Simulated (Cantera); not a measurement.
A closed system holds: 1 mol C6H6, 1.5 mol NH3, 3 mol H2O, held at 1098 K and 1000 Pa.

Equilibrium computed with Cantera from the NASA thermochemical tables; the gas is ideal and each condensed phase is pure. Candidate condensed phases: C, C6H6, C7H8, C8H18, H2O; 136 gas species. Rates play no part.

Base state: H2 0.687, CO 0.250, N2 0.0625, CH4 0.000173, H2O 0.000158, CO2 5.70e-5 (mole fractions); condensed: C(graphite).

Q: What changes in the equilibrium state with this change: temperature from 1098 K to 2598 K?

A: 
```tsv
species	before	after
H2	0.687	0.455
H	2.05e-7	0.257
CO	0.250	0.218
HCN	4.49e-6	0.0131
N2	0.0625	0.0468
C2H2 (acetylene)	8.75e-9	0.00733
CN	<1e-9	0.000488
C2H	<1e-9	0.000362
C(graphite), mol	3.00	2.56
```

Q: What changes in the equilibrium state with this change: temperature from 1098 K to 575 K?

A: 
```
species             before    after
----------------  --------  -------
H2                   0.687    0.337
H2O               0.000158    0.296
CH4               0.000173    0.221
CO                   0.250  0.00133
CO2                5.70e-5   0.0466
N2                  0.0625   0.0977
NH3                4.58e-7  3.98e-5
C(graphite), mol      3.00     3.94
```

Q: What changes in the equilibrium state with this change: temperature from 1098 K to 848 K?

A: 
```csv
species,before,after
H2,0.687,0.688
CO,0.250,0.223
N2,0.0625,0.0641
CO2,5.70e-5,0.0113
H2O,0.000158,0.0113
CH4,0.000173,0.00303
"C(graphite), mol",3.00,3.23
```
